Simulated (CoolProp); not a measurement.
Saturated liquid density (kg/m³) of n-perfluorohexane: the reference equation beside estimates from Tc = 174.9 °C, pc = 1.742 MPa, ω = 0.497. Rackett uses Z = 0.29056 − 0.08775 ω.

Computed with CoolProp (reference Helmholtz-energy equation of state, Gao 2022).

```tsv
T (°C)	reference	Rackett	van der Waals	Redlich-Kwong	Soave-Redlich-Kwong	Peng-Robinson
47.05	1610	1701	890.4	1287	1393	1575
54.85	1586	1671	876.1	1261	1369	1549
62.75	1560	1641	861.0	1234	1343	1520
70.55	1534	1610	845.5	1207	1315	1490
78.45	1507	1577	829.2	1177	1286	1458
86.25	1479	1543	812.4	1147	1256	1424
94.05	1450	1508	794.7	1115	1223	1387
101.95	1418	1471	775.9	1081	1187	1347
109.75	1385	1433	756.3	1046	1150	1304
117.65	1349	1392	735.1	1008	1108	1257
```

Absolute difference from the reference over all 10 rows, mean and median: Rackett 4.5 and 4.5 %, van der Waals 45.1 and 45.0 %, Redlich-Kwong 22.4 and 22.2 %, Soave-Redlich-Kwong 15.2 and 14.9 %, Peng-Robinson 3.9 and 3.5 %.
